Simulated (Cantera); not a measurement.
Input: 1 mol Al(CH3)3, a varied amount of NH3, 24 mol N2, at 1750 K and 0.000360 bar.

Cantera equilibrium calculation (NASA polynomials, part measured and part estimated; ideal gas, pure solids and liquids). Candidate condensed phases: Al, AlN, C, C6H6, C7H8, C8H18; 97 gas species. The feed counts by its element totals alone. Equilibrium is a limit: real reactors are often held back by kinetics, nucleation or transport.

x: gas mole fraction; n: condensed amount in mol.

```
n(NH3) (mol)   x N2   x H2     x Al      x H    x HCN    x AlH  n AlN(s)  n C(graphite)
------------  -----  -----  -------  -------  -------  -------  --------  -------------
0.62          0.801  0.178   0.0147  0.00517  0.00180  6.14e-5     0.558           2.94
1.6           0.766    [?]   0.0150      [?]  0.00192      [?]     0.517           2.93
4             0.696  0.279   0.0157  0.00648  0.00211  8.26e-5     0.415           2.92
10              [?]    [?]      [?]      [?]  0.00228      [?]       [?]           2.88
26            0.451  0.526   0.0121  0.00889  0.00233  8.73e-5         0           2.79
65            0.351  0.630  0.00619  0.00973  0.00225  4.88e-5         0           2.60
170           0.292  0.692  0.00267   0.0102  0.00215  2.21e-5         0           2.12
```

Task: Some entries are withheld; supply them.

Result: 
- 1.6, x H2: 0.212
- 1.6, x H: 0.00564
- 1.6, x AlH: 6.85e-5
- 10, x N2: 0.584
- 10, x H2: 0.389
- 10, x Al: 0.0172
- 10, x H: 0.00765
- 10, x AlH: 0.000106
- 10, n AlN(s): 0.144
